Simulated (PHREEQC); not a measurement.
Synthetic water in mg/kgw, 25 °C, pH 3.94, pe 8.2: Na 208; K 154; Ca 37.4; Mg 12.8; Cl 94.4; S(6) as SO4 631; Fe(3) 1.7; Cu(2) 0.855.

Na is adjusted to close the charge balance.
Valence states are taken as typed.

Computed with PHREEQC (ion-association model, phreeqc.dat).

Each row changes one thing in this solution. Precipitation was switched off in this run.

```json
[
 {"case": "as made", "ionic strength (mol/kgw)": "0.0216", "SO4-2 (mol/kgw)": "0.00588", "Ca+2 (mol/kgw)": "0.000694", "Mg+2 (mol/kgw)": "0.000361", "CaSO4 (mol/kgw)": "0.000239", "MgSO4 (mol/kgw)": "0.000166", "SI of Gypsum (CaSO4:2H2O)": "-1.29", "SI of Jarosite-K (KFe3(SO4)2(OH)6)": "+4.31"},
 {"case": "Ca from 37.4 to 112 mg/kgw", "ionic strength (mol/kgw)": "0.0219", "SO4-2 (mol/kgw)": "0.00552", "Ca+2 (mol/kgw)": "0.00212", "Mg+2 (mol/kgw)": "0.000369", "CaSO4 (mol/kgw)": "0.000679", "MgSO4 (mol/kgw)": "0.000158", "SI of Gypsum (CaSO4:2H2O)": "-0.84", "SI of Jarosite-K (KFe3(SO4)2(OH)6)": "+4.26"},
 {"case": "temperature from 25 to 45 °C at the same typed pH", "ionic strength (mol/kgw)": "0.0213", "SO4-2 (mol/kgw)": "0.00575", "Ca+2 (mol/kgw)": "0.000678", "Mg+2 (mol/kgw)": "0.000309", "CaSO4 (mol/kgw)": "0.000255", "MgSO4 (mol/kgw)": "0.000218", "SI of Gypsum (CaSO4:2H2O)": "-1.30", "SI of Jarosite-K (KFe3(SO4)2(OH)6)": "+3.73"},
 {"case": "all concentrations times 4 at the same typed pH", "ionic strength (mol/kgw)": "0.0807", "SO4-2 (mol/kgw)": "0.0214", "Ca+2 (mol/kgw)": "0.00231", "Mg+2 (mol/kgw)": "0.00114", "CaSO4 (mol/kgw)": "0.00143", "MgSO4 (mol/kgw)": "0.000964", "SI of Gypsum (CaSO4:2H2O)": "-0.51", "SI of Jarosite-K (KFe3(SO4)2(OH)6)": "+6.96"}
]
```

Species that the database lacks are ignored. Some of these states are supersaturated (in Jarosite-K, Hematite (slow to form), Fe(OH)3(a), for instance). Constants without temperature data keep their 25 °C values here.
